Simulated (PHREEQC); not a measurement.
PHREEQC input (ion-association model, phreeqc.dat):

```
PHASES
  Fix_H+
    H+ = H+
    -log_k 0
SOLUTION 1
  temp 41
  units mol/kgw
  pH 7 charge
  Cl 0.1
  Na 0.1
END
SELECTED_OUTPUT 1
  -reset false
  -pH true
  -pe true
  -ionic_strength true
  -water true
  -totals Ca Cl F Na
  -molalities H+ Ca+2 Na+ Cl- F- OH- O2 HF HF2- CaOH+
    NaOH NaF
  -equilibrium_phases Fluorite
PRINT
  -reset false
USE solution 1
EQUILIBRIUM_PHASES 1
  Fix_H+ -3 HCl 10
    -force_equality true
  Fluorite 0 0.05
  O2(g) -0.68 10
END
# ... the last block is repeated for the other 12 points of pH, with NaOH or the acid as the point needs
```

Selected output (columns that matter, 10 of 13 rows; pH added in front):

```
pH	mu	Ca	Cl	F	Na	m_H+	m_Ca+2	m_Na+	m_Cl-	m_F-	m_OH-	m_HF	m_CaOH+	Fluorite
3	0.10314	0.00064685	0.10198	0.0012937	0.1	0.0012195	0.00064685	0.099983	0.10198	0.00051242	4.1337e-11	0.00076113	5.2154e-14	0.049353
3.83	0.10137	0.00040462	0.10032	0.00080924	0.1	0.00018022	0.00040462	0.099979	0.10032	0.00064511	2.7899e-10	0.00014204	2.2141e-13	0.049595
5.5	0.10105	0.00035639	0.10001	0.00071279	0.1	3.8523e-06	0.00035639	0.099977	0.10001	0.00068683	1.3045e-08	3.2345e-06	9.1282e-12	0.049644
6.33	0.10104	0.00035547	0.1	0.00071093	0.1	5.698e-07	0.00035547	0.099977	0.1	0.00068771	8.8196e-08	4.7903e-07	6.1554e-11	0.049645
7.17	0.10104	0.00035533	0.1	0.00071066	0.1	8.2361e-08	0.00035533	0.099978	0.1	0.00068785	6.1017e-07	6.9255e-08	4.2569e-10	0.049645
8.83	0.10107	0.00035533	0.1	0.00071066	0.10003	1.8019e-09	0.00035531	0.10001	0.1	0.00068791	2.7891e-05	1.5152e-09	1.9456e-08	0.049645
9.67	0.10124	0.00035547	0.1	0.00071095	0.10019	2.6047e-10	0.00035534	0.10017	0.1	0.00068816	0.00019299	2.1905e-10	1.3456e-07	0.049645
10.5	0.10235	0.00035645	0.1	0.00071289	0.10131	3.8548e-11	0.00035554	0.10128	0.1	0.00068985	0.0013062	3.2434e-11	9.0805e-07	0.049644
12.17	0.16535	0.00040363	0.1	0.00080726	0.16426	8.4439e-13	0.00036456	0.16422	0.1	0.00076961	0.064217	7.2385e-13	3.9074e-05	0.049596
13	0.6033	0.00058247	0.1	0.0011649	0.6021	1.3275e-13	0.00037854	0.60197	0.1	0.0010306	0.5019	1.1045e-13	0.00020393	0.049418
```

Complexes and solids missing from the database can't appear. At this temperature some constants are extrapolated from 25 °C, and those without enthalpy data are left unchanged.
